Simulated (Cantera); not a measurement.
Cantera with NASA thermochemical tables; ideal gases at 1 bar, condensed phases pure. Values are per mole of reaction as written; species without (g) are pure solids or liquids, kept so even where they would boil at 1 bar.

Between 723 and 1523 K, where is each reaction favourable under standard conditions?
- 4 Cr + N2(g) ⇌ 2 Cr2N
- 3 H2(g) + N2(g) ⇌ 2 NH3(g)


- 4 Cr + N2(g) ⇌ 2 Cr2N: ΔG° is -141 kJ at 723 K and -34 kJ at 1523 K; it stays negative (K > 1). ΔH° is -230 kJ and ΔS° -128 J/K at 1523 K.
- 3 H2(g) + N2(g) ⇌ 2 NH3(g): ΔG° is 60 kJ at 723 K and 247 kJ at 1523 K; it stays positive (K < 1). ΔH° is -113 kJ and ΔS° -236 J/K at 1523 K.
